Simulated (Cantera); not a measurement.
Input: 1 mol Pb, 20 mol H2, at 0.0680 bar.

Equilibrium computed with Cantera from the NASA thermochemical tables; the gas is ideal and each condensed phase is pure. Candidate condensed phases: Pb; 4 gas species. The numbers say what is thermodynamically allowed, not how fast it happens.

x: gas mole fraction; n: condensed amount in mol.

```csv
T (K),x H2,x Pb,x H,x Pb2,n Pb(l)
1248,0.981,0.0191,1.77e-6,?,0.610
1298,0.962,0.0376,4.03e-6,?,0.218
1348,0.952,0.0476,8.66e-6,?,0
1398,0.952,0.0476,1.77e-5,?,0
1448,0.952,0.0476,3.45e-5,?,0
1498,0.952,0.0476,6.43e-5,?,0
1548,0.952,0.0476,0.000115,?,0
1598,0.952,0.0476,0.000199,?,0
1648,0.952,0.0476,0.000333,?,0
```

Question: Fill in the missing entries.

Answer: 
- 1248, x Pb2: 1.14e-6
- 1298, x Pb2: 3.52e-6
- 1348, x Pb2: 4.57e-6
- 1398, x Pb2: 3.77e-6
- 1448, x Pb2: 3.14e-6
- 1498, x Pb2: 2.65e-6
- 1548, x Pb2: 2.26e-6
- 1598, x Pb2: 1.94e-6
- 1648, x Pb2: 1.69e-6
